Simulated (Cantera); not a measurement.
Input (Python, Cantera) and output of one run.

```python
import numpy as np
import cantera as ct

gas_names = """
    CL CL2 H HCL H2 Si SiCL SiCL2 SiCL3 SiCL4 SiH SiHCL3 SiH2 SiH2CL2 SiH3 SiH3CL SiH4 Si2 Si3
""".split()
cond_names = """
    Si(cr) Si(L)
""".split()


# ... load() reads the species with a 1 bar reference pressure and builds the phases ...
atoms = {
    'SiCl4': {'Si': 1, 'CL': 4},
    'HCl': {'H': 1, 'CL': 1},
    'H2': {'H': 2},
}
top_T = {}  # K; cautious upper limits of use, not melting points


# ... equilibrate(T, P, feed) seeds the gas with the atoms and calls Mixture.equilibrate('TP', solver="vcs", rtol=1e-11, max_steps=5000) ...
results = []
feed = {'SiCl4': 1, 'HCl': 0.99, 'H2': 410}  # mol
P = 1100  # Pa
for T in [1750, 1825, 1900, 1975, 2050, 2125, 2200, 2275, 2350, 2425, 2500]:
    mix = equilibrate(T, P, feed)
    results.append((T, P, feed, dict(zip(mix.species_names, mix.species_moles))))

top = {s: max(r[3][s] / sum(r[3][g] for g in gas_names) for r in results) for s in gas_names}
cols = sorted((s for s in top if top[s] > 0.0001), key=lambda s: -top[s])[:8]
seen = [c for c in cond_names if any(r[3].get(c, 0) > 1e-12 for r in results)]
print("log10 of partial pressures in bar; condensed amounts in mol")
print(f"{'T/K':>10s}" + "".join(f"{s[:9]:>10s}" for s in cols + seen))
for T, P, feed, n in results:
    ng = sum(n[g] for g in gas_names)
    print(f"{T:10.4g}" + "".join(f"{np.log10(max(n[s] / ng * P / 1e5, 1e-99)):10.3f}" for s in cols)
          + "".join(f"{n.get(c, 0):10.4g}" for c in seen))
```

It prints:

```
log10 of partial pressures in bar; condensed amounts in mol
       T/K        H2         H       HCL        Si        CL     SiCL2       SiH     Si(L)
      1750    -1.965    -4.616    -3.910    -5.824    -6.674    -5.334    -6.684    0.7442
      1825    -1.966    -4.339    -3.909    -5.342    -6.400    -5.377    -6.299     0.619
      1900    -1.968    -4.084    -3.910    -4.899    -6.148    -5.419    -5.945    0.2757
      1975    -1.970    -3.849    -3.903    -4.683    -5.908    -5.636    -5.811         0
      2050    -1.974    -3.631    -3.898    -4.645    -5.686    -6.001    -5.851         0
      2125    -1.980    -3.430    -3.901    -4.627    -5.485    -6.369    -5.906         0
      2200    -1.988    -3.243    -3.909    -4.620    -5.302    -6.730    -5.968         0
      2275    -2.000    -3.071    -3.922    -4.618    -5.135    -7.080    -6.033         0
      2350    -2.017    -2.912    -3.941    -4.621    -4.982    -7.421    -6.102         0
      2425    -2.039    -2.767    -3.968    -4.627    -4.843    -7.754    -6.174         0
      2500    -2.069    -2.634    -4.003    -4.638    -4.719    -8.084    -6.250         0
```

Equilibrium computed with Cantera from the NASA thermochemical tables; the gas is ideal and each condensed phase is pure. The tables' values for SiCl are old estimates; treat these amounts as uncertain. Gases not in the tables: Si2H6 and higher silanes.
